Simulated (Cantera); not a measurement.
# SiF4 + O3 + H2 (silicon oxide and oxynitride deposition)

A closed system holds: 1 mol SiF4, 0.97 mol O3, 0.41 mol H2, equilibrated at 133 Pa.

Cantera equilibrium calculation (NASA polynomials, part measured and part estimated; ideal gas, pure solids and liquids). Candidate condensed phases: H2O, Si, SiO2; 38 gas species. The tables hold silica as quartz up to 1696 K and as liquid above; real silica turns to tridymite and cristobalite and melts near 1996 K. Equilibrium is a limit: real reactors are often held back by kinetics, nucleation or transport.

From 475 °C to 550 °C the condensed part is SiO2(α-quartz). From 625 °C to 1225 °C the condensed part is SiO2(β-quartz). The main Si-bearing gas is SiF4 throughout.

```csv
T (°C),log p O2,log p SiF4,log p HF,log p H2O,log p O,log p OH,log p F,n SiO2(α-quartz),n SiO2(β-quartz)
475,-3.23,-3.39,-3.58,-4.20,<-14,-12.03,<-14,0.138,0
550,-3.23,-3.40,-3.51,-4.39,-14.25,-11.10,<-14,0.162,0
625,-3.23,-3.41,-3.48,-4.60,-12.92,-10.34,-13.89,0,0.178
700,-3.23,-3.42,-3.45,-4.79,-11.79,-9.71,-12.73,0,0.188
775,-3.23,-3.42,-3.44,-4.97,-10.82,-9.17,-11.73,0,0.194
850,-3.23,-3.43,-3.43,-5.13,-9.97,-8.72,-10.86,0,0.197
925,-3.23,-3.43,-3.43,-5.28,-9.24,-8.32,-10.11,0,0.199
1000,-3.23,-3.43,-3.43,-5.42,-8.59,-7.97,-9.44,0,0.201
1075,-3.23,-3.43,-3.42,-5.54,-8.01,-7.65,-8.84,0,0.202
1150,-3.23,-3.43,-3.42,-5.65,-7.49,-7.38,-8.30,0,0.203
1225,-3.24,-3.43,-3.42,-5.74,-7.02,-7.13,-7.82,0,0.203
```
log p: log10 of the partial pressure in bar; n: condensed amount in mol.
